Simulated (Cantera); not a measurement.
Cantera run:

```python
import numpy as np
import cantera as ct

gas_names = [...]  # 113 gases of nasa_gas.yaml made of C, H, O, Pb
cond_names = """
    C(gr) C6H6(L) C7H8(L) C8H18(L),n-octa H2O(s) H2O(L) Pb(cr) Pb(L) PbO(rd) PbO(yw) PbO(L) PbO2(s)
    Pb3O4(s)
""".split()


# ... load() reads the species with a 1 bar reference pressure and builds the phases ...
atoms = {
    'Pb': {'Pb': 1},
    'CO': {'C': 1, 'O': 1},
    'H2': {'H': 2},
}
top_T = {'C(gr)': 4500, 'Pb3O4(s)': 820}  # K; cautious upper limits of use, not melting points


# ... equilibrate(T, P, feed) seeds the gas with the atoms and calls Mixture.equilibrate('TP', solver="vcs", rtol=1e-11, max_steps=5000) ...
results = []
T = 750  # K
P = 19  # Pa
for m in [1.1, 1.7, 2.7, 4.3, 6.9, 11, 17, 28, 44]:
    feed = {'Pb': 1, 'CO': 0.6, 'H2': m}  # mol
    mix = equilibrate(T, P, feed)
    results.append((T, P, feed, dict(zip(mix.species_names, mix.species_moles))))

top = {s: max(r[3][s] / sum(r[3][g] for g in gas_names) for r in results) for s in gas_names}
cols = sorted((s for s in top if top[s] > 0.0001), key=lambda s: -top[s])[:5]
seen = [c for c in cond_names if any(r[3].get(c, 0) > 1e-12 for r in results)]
print("log10 of partial pressures in bar; condensed amounts in mol")
print(f"{'n(H2)':>10s}" + "".join(f"{s[:9]:>10s}" for s in cols + seen))
for T, P, feed, n in results:
    ng = sum(n[g] for g in gas_names)
    print(f"{feed['H2']:10.4g}" + "".join(f"{np.log10(max(n[s] / ng * P / 1e5, 1e-99)):10.3f}" for s in cols)
          + "".join(f"{n.get(c, 0):10.4g}" for c in seen))
```

It prints:

```
log10 of partial pressures in bar; condensed amounts in mol
     n(H2)        H2        CO       CO2       H2O       CH4     C(gr)     Pb(L)
       1.1    -3.906    -4.201    -5.656    -6.148    -7.308   0.02527    0.9999
       1.7    -3.850    -4.328    -5.910    -6.220    -7.197    0.0212    0.9999
       2.7    -3.808    -4.481    -6.216    -6.329    -7.111   0.01726    0.9998
       4.3    -3.778    -4.649    -6.552    -6.468    -7.051   0.01368    0.9998
       6.9    -3.758    -4.831    -6.916    -6.630    -7.011   0.01017    0.9996
        11    -3.744    -5.018    -7.291    -6.804    -6.985   0.00637    0.9994
        17    -3.737    -5.198    -7.651    -6.976    -6.969  0.001901    0.9991
        28    -3.731    -5.410    -7.988    -7.096    -7.043         0    0.9986
        44    -3.727    -5.605    -8.270    -7.179    -7.145         0    0.9978
```

Equilibrium computed with Cantera from the NASA thermochemical tables; the gas is ideal and each condensed phase is pure.
